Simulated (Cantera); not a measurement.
Feed: 1 mol Si3N4, 1.6 mol HF, 7.1 mol H2, equilibrated at 1.00 bar.

Cantera equilibrium calculation (NASA polynomials, part measured and part estimated; ideal gas, pure solids and liquids). Candidate condensed phases: Si, Si3N4; 37 gas species. The tables' values for SiF3 are old estimates; treat these amounts as uncertain. The numbers say what is thermodynamically allowed, not how fast it happens. All values below are at 1175 K.

Base state: H2 0.921, SiF4 0.0457, N2 0.0311, HF 0.00111, SiHF3 0.000935, SiF3 4.92e-5, NH3 3.36e-5 (mole fractions); condensed: Si3N4(s).

### Question
What changes in the equilibrium state with this change: HF from 1.6 to 1.1 mol?

### Answer
```
species          before     after
-------------  --------  --------
H2                0.921     0.943
SiF4             0.0457    0.0330
N2               0.0311    0.0226
SiF3            4.92e-5   4.07e-5
SiHF3          0.000935  0.000783
Si3N4(s), mol     0.867     0.908
```
